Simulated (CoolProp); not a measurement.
Vapour-liquid equilibrium of CH2F2 (R32) (1) + R236FA (2) at 0.0943 MPa; x and y are mole fractions of (1).

The numbers come from the multi-fluid Helmholtz-energy mixture model, Tillner-Roth 1997 and Pan 2012; pair parameters Bell 2016 in CoolProp.

```
x      bubble temperature (K)  y at the bubble point  dew temperature at overall composition x (K)  liquid density (mol/L)
-----  ----------------------  ---------------------  --------------------------------------------  ----------------------
0.05                    263.2                  0.283                                         268.9                   9.975
0.125                   254.7                  0.551                                         267.2                   10.63
0.2                     247.9                  0.705                                         265.4                   11.30
0.275                   242.5                  0.798                                         263.4                   12.01
0.35                    238.2                  0.856                                         261.3                   12.75
0.425                   234.8                  0.895                                         259.0                   13.55
0.5                     231.9                  0.921                                         256.5                   14.42
0.575                   229.5                  0.941                                         253.7                   15.36
0.65                    227.4                  0.956                                         250.5                   16.41
0.725                   225.6                  0.968                                         246.8                   17.58
0.8                     224.0                  0.978                                         242.4                   18.89
0.875                   222.5                  0.987                                         236.6                   20.39
0.95                    221.0                  0.995                                         228.3                   22.10
```

No azeotrope shows between x = 0.05 and 0.95.

Pair parameters are fitted to limited data, so mixtures are less certain than the pure fluids. The gap from Raoult's law changes sign with composition, which may be real or a fault of the pair parameters; it wasn't checked against measurements.
